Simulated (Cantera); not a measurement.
Input: 1 mol CO, 0.29 mol O2, 3.1 mol N2, held at 1325 °C and 10.0 mbar.

These are equilibrium values from Cantera (NASA tables, ideal gas, pure condensed phases), not measurements of a reactor. Candidate condensed phases: C; 24 gas species. Equilibrium is a limit: real reactors are often held back by kinetics, nucleation or transport.

Base state: N2 0.756, CO2 0.141, CO 0.102 (mole fractions); condensed: gas only.

Question: What changes in the equilibrium state with this change: O2 from 0.29 to 0.086 mol?

Answer: 
```tsv
species	before	after
N2	0.756	0.756
CO	0.102	0.202
CO2	0.141	0.0420
```

Question: What changes in the equilibrium state with this change: 0.099 mol H2 added?

Answer: 
```json
[
 {"species": "N2", "before": "0.756", "after": "0.738"},
 {"species": "CO2", "before": "0.141", "after": "0.120"},
 {"species": "CO", "before": "0.102", "after": "0.118"},
 {"species": "H2O", "before": "0", "after": "0.0178"},
 {"species": "H2", "before": "0", "after": "0.00580"},
 {"species": "H", "before": "0", "after": "4.06e-5"}
]
```
Further candidate phases: C6H6, C7H8, C8H18, H2O.
